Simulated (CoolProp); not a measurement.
Saturation properties of n-octane (Tc = 568.7 K, pc = 2.484 MPa, ω = 0.398).

Model: reference Helmholtz-energy equation of state, Beckmüller 2019, in CoolProp.

```csv
T (K),p (MPa),vapour Z,liquid viscosity (µPa s)
438,0.2687,0.8892,149
447.1,0.3276,0.8728,140
456.2,0.3959,0.8549,130
465.4,0.4754,0.8351,122
474.5,0.5655,0.8138,113
483.6,0.6680,0.7905,105
492.7,0.7839,0.7650,98.0
501.8,0.9146,0.7372,90.8
511,1.063,0.7063,83.7
520.1,1.227,0.6725,76.9
529.2,1.410,0.6348,70.3
538.3,1.614,0.5919,63.6
547.4,1.841,0.5415,56.9
556.6,2.096,0.4776,49.4
```

It boils at 398.8 K under 1 atm.

Viscosity comes from a separate model (Huber 2004).
